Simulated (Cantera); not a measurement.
An isothermal, constant-pressure homogeneous reactor starts with NO : N2 = 1 : 10 (molar parts), at 1800 K and 13300 Pa. Integrator tolerance rtol = 1e-08.

Detailed kinetics in Cantera: GRI-Mech 3.0 (53 species, 325 reactions).

```csv
quantity,before,after
x(NO) at 10.0 s,0.0841 (gas-phase equilibrium 0.00211),0.0145 (gas-phase equilibrium 0.000850)
x(O2) at 10.0 s,0.00339 (gas-phase equilibrium 0.0444),0.000113 (gas-phase equilibrium 0.00691)
x(N2) at 10.0 s,0.912 (gas-phase equilibrium 0.953),0.985 (gas-phase equilibrium 0.992)
x(N2O) at 10.0 s,2.84e-6 (gas-phase equilibrium 4.87e-8),8.97e-8 (gas-phase equilibrium 2.00e-8)
x(O) at 10.0 s,2.28e-5 (gas-phase equilibrium 7.06e-5),5.81e-6 (gas-phase equilibrium 2.79e-5)
x(NO2) at 10.0 s,1.08e-5 (gas-phase equilibrium 8.87e-7),4.83e-7 (gas-phase equilibrium 1.41e-7)
```

Question: Which change was made?
A) temperature 1800 to 1625 K
B) NO 1 to 3 parts
C) pressure from 13300 Pa to 120000 Pa
D) N2 10 to 67 parts

Answer: D, N2 10 to 67 parts
